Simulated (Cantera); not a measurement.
Feed: 1 mol AlCl3, 0.79 mol O2, 1 mol H2, equilibrated at 17.0 Pa.

Equilibrium computed with Cantera from the NASA thermochemical tables; the gas is ideal and each condensed phase is pure. Candidate condensed phases: Al, AlCl3, Al2O3, H2O; 29 gas species. The tables' values for AlCl2 are old estimates; treat these amounts as uncertain. Condensed phases not in the tables: AlOCl. Kinetics and transport are ignored.

x: gas mole fraction; n: condensed amount in mol.

| T (K) | x HCl | x Cl | x Cl2 | x H | x H2 | x H2O | x O2 | n Al2O3(s) |
|---|---|---|---|---|---|---|---|---|
| 675 | 0.751 | 1.09e-5 | 0.222 | <1e-12 | <1e-12 | 0.0227 | 0.00457 | 0.500 |
| 875 | 0.780 | 0.00158 | 0.201 | <1e-12 | 3.52e-12 | 0.00430 | 0.0136 | 0.500 |
| 1075 | 0.772 | 0.0356 | 0.177 | 2.48e-11 | 4.86e-10 | 0.00111 | 0.0149 | 0.500 |
| 1275 | 0.705 | [?] | [?] | [?] | [?] | [?] | 0.0138 | 0.500 |
| 1475 | 0.656 | 0.322 | 0.00727 | 1.63e-6 | 2.70e-6 | 0.00284 | 0.0118 | 0.500 |
| 1675 | 0.631 | 0.349 | [?] | [?] | [?] | [?] | [?] | 0.500 |
| 1875 | 0.595 | 0.374 | 0.000121 | 0.00304 | 0.00366 | 0.0200 | 0.00195 | 0.500 |
| 2075 | 0.476 | 0.433 | 3.37e-5 | 0.0339 | 0.0275 | 0.0202 | 0.000792 | 0.495 |

Problem. Fill in the missing entries.

Solution. 
- 1675, x Cl2: 0.000733
- 1675, x H: 0.000112
- 1675, x H2: 0.000158
- 1675, x H2O: 0.0113
- 1675, x O2: 0.00715
- 1275, x Cl: 0.206
- 1275, x Cl2: 0.0741
- 1275, x H: 9.27e-9
- 1275, x H2: 2.69e-8
- 1275, x H2O: 0.000746
